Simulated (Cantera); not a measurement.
Charge: 1 mol CS2, 0.17 mol SO2, 3.3 mol H2, equilibrated at 30.0 bar.

These are equilibrium values from Cantera (NASA tables, ideal gas, pure condensed phases), not measurements of a reactor. Candidate condensed phases: C, C6H6, C7H8, C8H18, H2O, H2SO4, S; 123 gas species. Equilibrium is a limit: real reactors are often held back by kinetics, nucleation or transport. All values below are at 3450 K.

Base state: H2 0.523, CS 0.102, SH 0.0795, H 0.0695, CO 0.0657, S2 0.0588, H2S 0.0418, S 0.0352 (mole fractions); condensed: gas only.

Question: What changes in the equilibrium state with this change: SO2 from 0.17 to 0.22 mol?

Answer: 
```json
[
 {"species": "H2", "before": "0.523", "after": "0.509"},
 {"species": "CS", "before": "0.102", "after": "0.0852"},
 {"species": "SH", "before": "0.0795", "after": "0.0838"},
 {"species": "CO", "before": "0.0657", "after": "0.0836"},
 {"species": "S2", "before": "0.0588", "after": "0.0670"},
 {"species": "CS2", "before": "0.0222", "after": "0.0197"},
 {"species": "S", "before": "0.0352", "after": "0.0376"},
 {"species": "H2S", "before": "0.0418", "after": "0.0435"},
 {"species": "H", "before": "0.0695", "after": "0.0686"},
 {"species": "SO", "before": "7.71e-6", "after": "1.34e-5"},
 {"species": "C2H2 (acetylene)", "before": "0.00157", "after": "0.000926"}
]
```
